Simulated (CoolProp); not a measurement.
Vapour pressure (kPa) of hexamethyldisiloxane (MM): the reference equation beside estimates from Tc = 245.6 °C, pc = 1931 kPa, ω = 0.418.

The numbers come from the reference Helmholtz-energy equation of state, Thol 2016 in CoolProp.

```tsv
T (°C)	reference	Redlich-Kwong	Soave-Redlich-Kwong
78.25	50.51	127.3	50.32
81.75	56.75	138.9	56.59
85.25	63.59	151.2	63.47
88.75	71.06	164.2	70.99
92.25	79.21	178.1	79.21
95.75	88.07	192.8	88.15
99.35	97.96	208.8	98.17
102.85	108.4	225.2	108.7
106.35	119.7	242.6	120.2
109.85	131.8	260.8	132.5
113.35	144.9	280.1	145.9
116.85	159.0	300.3	160.2
120.35	174.1	321.5	175.6
```

Absolute difference from the reference over all 13 rows, mean and median: Redlich-Kwong 115.2 and 113.1 %, Soave-Redlich-Kwong 0.4 and 0.3 %.
